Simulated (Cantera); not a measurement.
A perfectly stirred reactor is fed with 4.32 % CH4, 18.8 % O2, 70.4 % N2, 6.48 % H2O, equivalence ratio 0.46, at 770000 Pa; it is adiabatic with a 523 K inlet, and is followed from long to short residence time, starting on the burning branch (τ in s: 0.046, 0.018, 0.0068, 0.0026, 0.00098, 0.00037, 0.00014, 5.5e-05, 2.1e-05, 7.9e-06, 3e-06).

Cantera simulation using GRI-Mech 3.0 (53 species, 325 reactions); the numbers are that mechanism's predictions, not measurements.

x: mole fraction; the columns are a selection and need not sum to one.

```tsv
τ (s)	T (K)	x CH4	x O2	x H2O	x N2O	x C2H6	x CH2	x C2H2
0.046	1505	5.61e-5	0.102	0.151	5.98e-7	___	5.82e-9	1.98e-7
0.018	1498	0.000134	0.102	0.151	8.92e-7	___	1.28e-8	5.97e-7
0.0068	1475	0.000382	0.104	0.150	1.17e-6	___	2.33e-8	1.45e-6
0.0026	523	0.0432	0.188	0.0648	<1e-12	<1e-12	<1e-12	<1e-12
0.00098	523	0.0432	0.188	0.0648	<1e-12	<1e-12	<1e-12	<1e-12
0.00037	523	0.0432	0.188	0.0648	<1e-12	<1e-12	<1e-12	<1e-12
0.00014	523	0.0432	0.188	0.0648	<1e-12	<1e-12	<1e-12	<1e-12
5.5e-5	523	0.0432	0.188	0.0648	<1e-12	<1e-12	<1e-12	<1e-12
2.1e-5	523	0.0432	0.188	0.0648	<1e-12	<1e-12	<1e-12	<1e-12
7.9e-6	523	0.0432	0.188	0.0648	<1e-12	<1e-12	<1e-12	<1e-12
3.0e-6	523	0.0432	0.188	0.0648	<1e-12	<1e-12	<1e-12	<1e-12
```

Complete the blanks.


- 0.046, x C2H6: 1.10e-7
- 0.018, x C2H6: 5.06e-7
- 0.0068, x C2H6: 2.61e-6
